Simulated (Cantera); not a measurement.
An isothermal, constant-pressure homogeneous reactor starts with 1.28 % CH4, 98.7 % H2, 0.0424 % N2, at 2150 K and 31000 Pa.

Model: GRI-Mech 3.0 (53 species, 325 reactions), integrated in Cantera. GRI-Mech 3.0 stops at C3 and has no aromatics, soot or wall deposition, so with more carbon than oxygen in the feed, carbon stays in small species such as C2H2 where larger ones or solid carbon would form.

x: mole fraction; the columns are a selection and need not sum to one.

| t (s) | x CH4 | x H2 | x C2H | x CH2 | x CH3 | x C2H4 | x C2H6 |
|---|---|---|---|---|---|---|---|
| 2.00e-6 | 0.0128 | 0.987 | <1e-12 | 8.19e-10 | 1.65e-5 | 2.10e-10 | 1.20e-10 |
| 8.89e-6 | 0.0128 | 0.987 | <1e-12 | 1.40e-8 | 5.51e-5 | ? | 3.96e-9 |
| 3.95e-5 | 0.0126 | 0.986 | 4.56e-12 | 2.62e-7 | 0.000220 | ? | 8.47e-8 |
| 0.000175 | 0.0118 | 0.983 | 5.66e-9 | 3.74e-6 | 0.000816 | ? | 7.89e-7 |
| 0.000780 | 0.00865 | 0.981 | 2.99e-7 | 9.98e-6 | 0.00116 | ? | 1.02e-6 |
| 0.00346 | 0.00354 | 0.984 | 9.54e-7 | 4.94e-6 | 0.000503 | ? | 1.83e-7 |
| 0.0154 | 0.000914 | 0.985 | 1.32e-6 | 1.41e-6 | 0.000134 | 5.74e-6 | 1.27e-8 |
| 0.0684 | 0.000243 | 0.986 | 1.42e-6 | 3.87e-7 | 3.59e-5 | 5.81e-6 | 1.02e-9 |
| 0.304 | 0.000159 | 0.986 | 1.43e-6 | 2.54e-7 | 2.35e-5 | 5.84e-6 | 5.02e-10 |
| 1.35 | 0.000159 | 0.986 | 1.43e-6 | 2.53e-7 | 2.34e-5 | 5.84e-6 | 5.00e-10 |
| 6.00 | 0.000159 | 0.986 | 1.43e-6 | 2.53e-7 | 2.34e-5 | 5.84e-6 | 5.00e-10 |

Task: Fill in the missing entries.

Result: 
- 8.89e-6, x C2H4: 1.34e-8
- 3.95e-5, x C2H4: 8.50e-7
- 0.000175, x C2H4: 1.77e-5
- 0.000780, x C2H4: 2.48e-5
- 0.00346, x C2H4: 8.41e-6
